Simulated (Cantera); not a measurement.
# AlN + H2O (nitride etching)

Input: 1 mol AlN, 19 mol H2O, equilibrated at 2.90e-5 bar.

These are equilibrium values from Cantera (NASA tables, ideal gas, pure condensed phases), not measurements of a reactor. Candidate condensed phases: Al, AlN, Al2O3, H2O; 35 gas species. Rates play no part.

From 652 °C to 1327 °C the condensed part is Al2O3(s).

| T (°C) | x H2O | x H2 | x N2 | x H | x OH | n Al2O3(s) |
|---|---|---|---|---|---|---|
| 652 | 0.897 | 0.0769 | 0.0256 | 1.34e-8 | 1.85e-10 | 0.500 |
| 727 | 0.897 | 0.0769 | 0.0256 | 1.17e-7 | 3.02e-9 | 0.500 |
| 802 | 0.897 | 0.0769 | 0.0256 | 7.56e-7 | 3.34e-8 | 0.500 |
| 877 | 0.897 | 0.0769 | 0.0256 | 3.84e-6 | 2.71e-7 | 0.500 |
| 952 | 0.897 | 0.0769 | 0.0256 | 1.61e-5 | 1.70e-6 | 0.500 |
| 1027 | 0.897 | 0.0769 | 0.0256 | 5.70e-5 | 8.68e-6 | 0.500 |
| 1102 | 0.897 | 0.0768 | 0.0256 | 0.000176 | 3.71e-5 | 0.500 |
| 1177 | 0.897 | 0.0767 | 0.0256 | 0.000486 | 0.000136 | 0.500 |
| 1252 | 0.896 | 0.0765 | 0.0256 | 0.00122 | 0.000441 | 0.500 |
| 1327 | 0.894 | 0.0765 | 0.0256 | 0.00279 | 0.00128 | 0.500 |
x: gas mole fraction; n: condensed amount in mol.
